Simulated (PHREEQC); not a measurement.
A made-up water analysis in mmol/kgw, 33 °C, pH 2.04, pe 11.9: Na 1.02; K 0.517; Ca 6.65; Mg 4.26; Cl 2.85; S(6) 19.7; Mn(2) 0.31; Al 0.00553; Cd 0.00351; Fe(3) 0.0234.

Na is adjusted to close the charge balance.
Valence states are taken as typed.

Equilibrium calculation in PHREEQC: ion-association model, wateq4f.dat.

Question: The ionic strength comes out as 0.0453 mol/kgw. What activity coefficients do Ca+2, H+, Cd+2, Mg+2, Mn+2 get?

Answer: Ca+2 0.48, H+ 0.86, Cd+2 0.46, Mg+2 0.49, Mn+2 0.49.

Precipitation was switched off in this run. Saturation is exceeded, for instance for Hematite (slow to form), Goethite (slow to form); the values hold only as long as no solid forms.
